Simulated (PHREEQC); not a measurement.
## Hard or scaling water: an equilibrium model

A solution holds 0.0023 mol CaCl2 and 0.016 mol Na2HPO4 per kg of water, at 25 °C. Closed to the air; pH follows from the charge balance.

Computed with PHREEQC (ion-association model, wateq4f.dat).

No solid was allowed to form.

### Question
Predict the pH, ionic strength.

### Answer
pH 8.30; ionic strength 0.0469 mol/kgw.

### Question
In which forms is Na present?

### Answer
Na+ 99 %, NaHPO4- 1.2 % of the Na.

Saturation is exceeded, for instance for Hydroxyapatite; the values hold only as long as no solid forms. H3PO4, which wateq4f.dat lacks, is added to it with the constant of phreeqc.dat.
